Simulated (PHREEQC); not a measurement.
Make-up at 45 °C: 0.0047 mol/kgw CuCl2 and 0.041 mol/kgw HCl. Closed to the air; pH follows from the charge balance.

Equilibrium calculation in PHREEQC: ion-association model, phreeqc.dat.

Each row changes one thing in this solution. This is a speciation only: nothing precipitates in the calculation.

```tsv
case	pH	ionic strength (mol/kgw)
as made	1.46	0.0538
CuCl2 replaced by Cu(BF4)2 at the same molality	1.48	0.0518
CuCl2 from 0.0047 to 0.00423 mol/kgw	1.46	0.0525
CuCl2 replaced by NaCl at the same molality	1.46	0.0457
diluted 10-fold with water	2.42	0.00549
```

At this temperature some constants are extrapolated from 25 °C, and those without enthalpy data are left unchanged. Real BF4- forms and hydrolyses slowly; the run takes it at equilibrium.
